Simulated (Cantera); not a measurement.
# Thermodynamics of fluorocarbon and chlorocarbon gases, feed CF4 + HCl

A closed system holds: 1 mol CF4, 0.17 mol HCl, equilibrated at 2875 K.

Equilibrium computed with Cantera from the NASA thermochemical tables; the gas is ideal and each condensed phase is pure. Candidate condensed phases: C, C6H6, C7H8, C8H18; 118 gas species. The tables' values for C2F4 are old estimates; treat these amounts as uncertain. Gases not in the tables: C2F6 and larger saturated fluorocarbons. Rates play no part.

| P (Pa) | log p F | log p CF2 | log p CF4 | log p C | log p HF | log p Cl | log p CF | log p C3 | log p H | log p CF3 | log p C2 | n C(graphite) |
|---|---|---|---|---|---|---|---|---|---|---|---|---|
| 1 | -5.12 | -10.17 | <-17 | -5.83 | -7.39 | -6.48 | -7.17 | -7.10 | -6.54 | -15.84 | -7.11 | 0 |
| 5.20 | -4.38 | -8.28 | <-16 | -5.40 | -6.10 | -5.74 | -6.01 | -5.81 | -5.98 | -13.21 | -6.25 | 0 |
| 27 | -3.66 | -6.54 | -13.22 | -5.10 | -5.10 | -5.00 | -4.99 | -4.92 | -5.70 | -10.75 | -5.66 | 0 |
| 140 | -2.96 | -4.89 | -10.16 | -4.87 | -4.29 | -4.27 | -4.04 | -4.21 | -5.59 | -8.39 | -5.18 | 0 |
| 720 | -2.25 | -3.44 | -7.30 | -4.83 | -3.52 | -3.52 | -3.30 | -4.11 | -5.53 | -6.24 | -5.11 | 0.369 |
| 3700 | -1.61 | -2.17 | -4.76 | -4.83 | -2.75 | -2.75 | -2.67 | -4.11 | -5.40 | -4.33 | -5.11 | 0.118 |
| 19000 | -0.97 | -1.28 | -2.57 | -5.24 | -1.98 | -1.99 | -2.43 | -5.33 | -5.28 | -2.79 | -5.93 | 0 |
| 100000 | -0.38 | -0.64 | -0.76 | -5.78 | -1.13 | -1.14 | -2.38 | -6.96 | -5.02 | -1.57 | -7.01 | 0 |
log p: log10 of the partial pressure in bar; n: condensed amount in mol.

From 1.00 Pa to 1.40 mbar nothing is condensed. From 7.20 mbar to 37.0 mbar the condensed part is C(graphite). From 0.190 bar to 1.00 bar nothing is condensed. The main C-bearing gas is C at 1.00 Pa and CF2 at 1.00 bar.
